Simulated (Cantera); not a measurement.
Input: 1 mol V2O3, 0.69 mol H2, 1.1 mol N2, 0.01 mol O2, held at 7.50 Torr.

These are equilibrium values from Cantera (NASA tables, ideal gas, pure condensed phases), not measurements of a reactor. Candidate condensed phases: H2O, V, VN, VO, V2O3, V2O4, V2O5; 28 gas species. Mutual solubility and eutectic melting of coexisting phases are not modelled. VO: taken at fixed stoichiometry. Condensed phases not in the tables: the oxides between V2O3 and V2O5 other than VO2. Kinetics and transport are ignored.

log p: log10 of the partial pressure in bar; n: condensed amount in mol.

```
T (K)  log p N2  log p H2  log p H  log p H2O  log p VO2  log p VO  log p OH  n V2O3(s)  n VO(l)
-----  --------  --------  -------  ---------  ---------  --------  --------  ---------  -------
775       -2.21     -2.43   -13.22      -3.95       <-14      <-14      <-14       1.00        0
925       -2.21     -2.43   -10.80      -3.95       <-14      <-14      <-14       1.00        0
1075      -2.21     -2.43        ?      -3.95       <-14      <-14         ?       1.00        0
1225      -2.21     -2.43    -7.72      -3.95     -12.70      <-14    -11.29       1.00        0
1375      -2.21     -2.43    -6.68      -3.95     -10.47    -12.58     -9.95       1.00        0
1525      -2.21     -2.43    -5.84      -3.95      -8.69    -10.40     -8.87       1.00        0
1675      -2.21     -2.43    -5.15      -3.95      -7.24     -8.62     -7.99      1.000        0
1825      -2.21     -2.43        ?      -3.95          ?         ?         ?      1.000        0
1975      -2.21     -2.43    -4.08      -3.97      -5.03     -5.90     -6.64      0.999        0
2125      -2.22     -2.46    -3.67      -3.75      -4.06     -4.97     -5.87      0.971   0.0392
```

Q: Fill in the missing entries.

A: 
- 1825, log p H: -4.57
- 1825, log p VO2: -6.04
- 1825, log p VO: -7.14
- 1825, log p OH: -7.25
- 1075, log p H: -9.05
- 1075, log p OH: -12.99
